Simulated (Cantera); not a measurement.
A Cantera script and what it prints.

```python
import numpy as np
import cantera as ct

gas_names = [...]  # 130 gases of nasa_gas.yaml made of C, H, Mg, O, S
cond_names = """
    C(gr) C6H6(L) C7H8(L) C8H18(L),n-octa H2O(s) H2O(L) H2SO4(L) Mg(cr) Mg(L) MgCO3(s) MgO(s) MgO(L)
    MgO2H2(s) MgS(s) MgSO4(s) MgSO4(L) S(cr1) S(cr2) S(L)
""".split()


# ... load() reads the species with a 1 bar reference pressure and builds the phases ...
atoms = {
    'MgCO3': {'Mg': 1, 'C': 1, 'O': 3},
    'H2S': {'H': 2, 'S': 1},
    'O2': {'O': 2},
}
top_T = {'C(gr)': 4500, 'MgS(s)': 2250}  # K; cautious upper limits of use, not melting points


# ... equilibrate(T, P, feed) seeds the gas with the atoms and calls Mixture.equilibrate('TP', solver="vcs", rtol=1e-11, max_steps=5000) ...
results = []
feed = {'MgCO3': 1, 'H2S': 2.8, 'O2': 7}  # mol
T = 1223.15  # K
P = 970000  # Pa
mix = equilibrate(T, P, feed)
results.append((T, P, feed, dict(zip(mix.species_names, mix.species_moles))))
x = sorted(zip(gas.X, gas.species_names), reverse=True)
print(f"T = {T:g} K  P = {P:g} Pa  gas = {mix.phase_moles(0):.4g} mol")
print("   x: " + "  ".join(f"{s} {v:.3e}" for v, s in x if v > 0.0001))
print("   condensed (mol): " + ("  ".join(f"{mix.phase(i).name} {mix.phase_moles(i):.4g}"
      for i in range(1, mix.n_phases) if mix.phase_moles(i) > 1e-12) or "none"))
```

Result:

```
T = 1223.15 K  P = 970000 Pa  gas = 7.667 mol
   x: H2O 3.651e-01  O2 2.697e-01  SO2 1.743e-01  CO2 1.304e-01  SO3 6.033e-02  H2SO4 1.326e-04
   condensed (mol): MgSO4(s) 1
```

Cantera equilibrium calculation (NASA polynomials, part measured and part estimated; ideal gas, pure solids and liquids).
